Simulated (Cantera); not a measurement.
What does this Cantera script print?

```python
import numpy as np
import cantera as ct

gas = ct.Solution("gri30.yaml")
gas.TPX = 1925, 7000, {'CH4': 1, 'N2': 15}
reactor = ct.IdealGasConstPressureReactor(gas, energy="off", clone=False)
net = ct.ReactorNet([reactor])
net.rtol, net.atol = 1e-08, 1e-18
show = ['CH4', 'H2', 'C2H6', 'HCN', 'H']
times = np.geomspace(2e-05, 40, 14)

steps = ct.SolutionArray(gas, extra=["t"])
rows = []
print(f"{'t/s':>10s}{'T/K':>9s}{'P/Pa':>11s}" + "".join(f"{s:>11s}" for s in show))
for t in times:
    while net.time < t:
        t_next = net.step()
        steps.append(gas.state, t=t_next)
    rows.append([np.interp(t, steps.t, y) for y in (steps.T, steps.P, *steps(*show).X.T)])
    print(f"{t:10.3e}{rows[-1][0]:9.1f}{rows[-1][1]:11.4g}" + "".join(f"{x:11.3e}" for x in rows[-1][2:]))
rate = np.gradient(steps.T, steps.t)
print("integrator steps:", len(steps.t))
if steps.T.max() > steps.T[0] + 200:
    print(f"time of steepest temperature rise: {steps.t[rate.argmax()]:.4e} s")
gas.TPX = 1925, 7000, {'CH4': 1, 'N2': 15}
gas.equilibrate("TP")
print(f"equilibrium (TP): T = {gas.T:.1f} K  " + "  ".join(f"{s} {gas[s].X[0]:.3e}" for s in show))
```

Output:

```
       t/s      T/K       P/Pa        CH4         H2       C2H6        HCN          H
 2.000e-05   1925.0       7000  6.246e-02  1.492e-05  2.947e-10  2.312e-13  4.272e-06
 6.106e-05   1925.0       7000  6.238e-02  5.434e-05  8.838e-09  2.916e-12  4.357e-06
 1.864e-04   1925.0       7000  6.213e-02  1.794e-04  1.757e-07  4.490e-11  4.767e-06
 5.690e-04   1925.0       7000  6.122e-02  7.079e-04  2.261e-06  1.038e-09  8.909e-06
 1.737e-03   1925.0       7000  5.517e-02  6.189e-03  1.720e-05  5.972e-08  5.026e-05
 5.303e-03   1925.0       7000  2.702e-02  4.559e-02  1.441e-05  2.522e-06  2.570e-04
 1.619e-02   1925.0       7000  7.326e-03  7.668e-02  1.637e-06  1.334e-05  4.647e-04
 4.942e-02   1925.0       7000  1.313e-03  8.577e-02  9.526e-08  3.651e-05  7.158e-04
 1.509e-01   1925.0       7000  2.050e-04  8.738e-02  3.598e-09  7.264e-05  9.520e-04
 4.606e-01   1925.0       7000  3.584e-05  8.759e-02  1.320e-10  1.077e-04  1.061e-03
 1.406e+00   1925.0       7000  6.362e-06  8.763e-02  6.305e-12  1.291e-04  1.076e-03
 4.292e+00   1925.0       7000  3.052e-06  8.764e-02  3.085e-12  1.430e-04  1.077e-03
 1.310e+01   1925.0       7000  3.168e-06  8.764e-02  3.158e-12  1.755e-04  1.077e-03
 4.000e+01   1925.0       7000  3.438e-06  8.764e-02  3.339e-12  2.719e-04  1.077e-03
integrator steps: 1456
equilibrium (TP): T = 1925.0 K  CH4 3.384e-06  H2 8.765e-02  C2H6 1.612e-12  HCN 4.699e-02  H 1.078e-03
```

Detailed kinetics in Cantera: GRI-Mech 3.0 (53 species, 325 reactions). GRI-Mech 3.0 stops at C3 and has no aromatics, soot or wall deposition, so with more carbon than oxygen in the feed, carbon stays in small species such as C2H2 where larger ones or solid carbon would form.
